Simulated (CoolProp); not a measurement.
Values from CoolProp's reference Helmholtz-energy equation of state, Lemmon 2005.

**Question.** Give the vapour pressure (kPa), liquid cp (kJ/(kg K)), vapour Z, surface tension (mN/m) of saturated R125 at -68.95, -62.25 °C.

**Answer.** 
| T (°C) | p (kPa) | liquid cp (kJ/(kg K)) | vapour Z | surface tension (mN/m) |
|---|---|---|---|---|
| -68.95 | 32.1 | 1.08 | 0.981 | 16.8 |
| -62.25 | 47.8 | 1.09 | 0.975 | 15.8 |

Surface tension comes from a separate correlation (Mulero 2012).
